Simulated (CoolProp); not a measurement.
Vapour-liquid equilibrium of n-hexane (1) + p-xylene (2) at 16.8 kPa; x and y are mole fractions of (1).

Model: multi-fluid Helmholtz-energy mixture model, Thol 2019 and Zhou 2012; pair parameters Bell 2016, in CoolProp.

Question: Give the bubble temperature and the first vapour's composition at x = 0.2, 0.35, 0.95. Is there an azeotrope?

Answer: x = 0.2: 323.1 K, y = 0.788; x = 0.35: 313.0 K, y = 0.892; x = 0.95: 295.1 K, y = 0.996. No azeotrope shows between x = 0.05 and 0.95.

The pair parameters rest on a limited set of measurements; away from them the model extrapolates.
